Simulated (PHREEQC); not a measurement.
Acid rinse or clean: an equilibrium model

Consider water at 61 °C with 27 mmol/kgw H2SO4, 0.54 mmol/kgw CuSO4 and 0.098 mmol/kgw MgCl2. Closed to the air; pH follows from the charge balance.

Computed with PHREEQC (ion-association model, wateq4f.dat).

Each row changes one thing in this solution. This is a speciation only: nothing precipitates in the calculation.

```tsv
case	pH	ionic strength (mol/kgw)	HSO4- (mol/kgw)	SO4-2 (mol/kgw)	Cu+2 (mol/kgw)	CuSO4 (mol/kgw)	SI of Chalcanthite (CuSO4:5H2O)	SI of Tenorite (CuO)
as made	1.56	0.0396	0.0216	0.00581	0.000404	0.000136	-3.75	-7.01
MgCl2 from 9.8e-05 to 0.000196 mol/kgw	1.56	0.0398	0.0215	0.00580	0.000404	0.000135	-3.75	-7.01
temperature from 61 to 55 °C	1.55	0.0409	0.0209	0.00646	0.000396	(withheld)	-3.69	-7.22
diluted 10-fold with water	2.40	0.00601	0.00114	0.00160	4.48e-5	9.20e-6	-4.92	-6.10
temperature from 61 to 35 °C	1.52	0.0456	0.0185	0.00881	0.000376	0.000164	-3.52	(withheld)
MgCl2 left out	1.56	0.0394	0.0216	0.00581	0.000404	0.000136	-3.74	-7.01
CuSO4 from 0.00054 to 0.000594 mol/kgw	1.56	0.0397	0.0216	(withheld)	0.000444	(withheld)	-3.70	-6.97
CuSO4 from 0.00054 to 0.0027 mol/kgw	1.57	0.0441	0.0225	0.00643	0.00200	0.000701	-3.03	-6.29
MgCl2 from 9.8e-05 to 8.82e-05 mol/kgw	1.56	0.0396	0.0216	0.00581	0.000404	0.000136	-3.75	-7.01
```

Q: What belongs in the gaps?

A: 
- temperature from 61 to 55 °C, CuSO4 (mol/kgw): 0.000143
- temperature from 61 to 35 °C, SI of Tenorite (CuO): -7.96
- CuSO4 from 0.00054 to 0.000594 mol/kgw, SO4-2 (mol/kgw): 0.00582
- CuSO4 from 0.00054 to 0.000594 mol/kgw, CuSO4 (mol/kgw): 0.000149

Constants without temperature data keep their 25 °C values here.
